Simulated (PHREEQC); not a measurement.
Model water analysis in mg/L, 25 °C, pH 2.33, pe 12.1:

```json
[
 {"constituent": "Na", "mg/L": "963"},
 {"constituent": "K", "mg/L": "332"},
 {"constituent": "Ca", "mg/L": "213"},
 {"constituent": "Mg", "mg/L": "341"},
 {"constituent": "Cl", "mg/L": "905"},
 {"constituent": "S(6) as SO4", "mg/L": "3580"},
 {"constituent": "Si as SiO2", "mg/L": "23.4"},
 {"constituent": "N(5) as NO3", "mg/L": "102"}
]
```

Valence states are taken as typed.

Equilibrium calculation in PHREEQC: ion-association model, phreeqc.dat.

The ionic strength comes out as 0.113 mol/kgw. What activity coefficients do Ca+2, Mg+2, NaSO4-, H+, SO4-2 get?

Ca+2 0.38, Mg+2 0.39, NaSO4- 0.78, H+ 0.82, SO4-2 0.36.

This is a speciation only: nothing precipitates in the calculation. Examples of supersaturated solids here: Quartz (slow to form), Chalcedony (slow to form). Others may be too.
